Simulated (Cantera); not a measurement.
A perfectly stirred reactor is fed with 0.237 % CH₄, 98.8 % H₂, 0.939 % O₂, equivalence ratio 53, at 1330 Pa; it is held at 2898 K, and followed from long to short residence time.

Cantera simulation using GRI-Mech 3.0 (53 species, 325 reactions); the numbers are that mechanism's predictions, not measurements. Radical loss at walls, strong at low pressure, is not modelled.

x: mole fraction; the columns are a selection and need not sum to one.

```tsv
τ (s)	x CH₄	x H₂	x O₂	x CH₂O	x O	x C₂H
1.4	1.28e-9	0.430	1.40e-5	2.23e-11	0.00218	<1e-12
0.57	4.21e-9	0.492	1.06e-5	6.83e-11	0.00158	<1e-12
0.24	1.93e-8	0.589	6.25e-6	3.10e-10	0.000874	9.71e-12
0.098	2.21e-7	0.716	3.16e-6	2.51e-9	0.000331	5.11e-10
0.041	?	0.826	?	?	?	?
0.017	6.75e-5	0.889	1.58e-5	1.05e-7	3.24e-5	8.50e-7
0.0070	0.000272	0.917	5.51e-5	2.30e-7	1.63e-5	2.47e-6
0.0029	0.000633	0.933	0.000178	3.48e-7	1.07e-5	2.14e-6
0.0012	0.00110	0.945	0.000558	4.26e-7	9.34e-6	8.19e-7
0.00050	?	0.956	?	?	?	?
0.00021	0.00181	0.968	0.00427	6.31e-7	1.54e-5	1.39e-8
```

Problem. What belongs in the gaps?

Solution. 
- 0.041, x CH₄: 5.21e-6
- 0.041, x O₂: 4.38e-6
- 0.041, x CH₂O: 2.21e-8
- 0.041, x O: 9.80e-5
- 0.041, x C₂H: 3.83e-8
- 0.00050, x CH₄: 0.00149
- 0.00050, x O₂: 0.00166
- 0.00050, x CH₂O: 4.91e-7
- 0.00050, x O: 1.19e-5
- 0.00050, x C₂H: 1.55e-7
